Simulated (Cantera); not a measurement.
An isothermal, constant-pressure homogeneous reactor starts with 0.685 % H₂, 99.3 % O₂, equivalence ratio 0.0034, at 1350 K and 0.00700 bar.

Computed with Cantera and the H2/O2 subset of GRI-Mech 3.0, which has no nitrogen chemistry. Radical loss at walls, strong at low pressure, is not modelled.

One state of this run: x H₂ = 1.48e-6; x O₂ = 0.993; x H₂O = 0.00676; x O = 0.000447; x OH = 0.000229; x H₂O₂ = 1.38e-9. x: mole fraction; the columns are a selection and need not sum to one.

Q: Which value of t (s) does it belong to?
(A) 0.000715
(B) 0.130
(C) 10.0
(D) 0.00405

A: C, 10.0
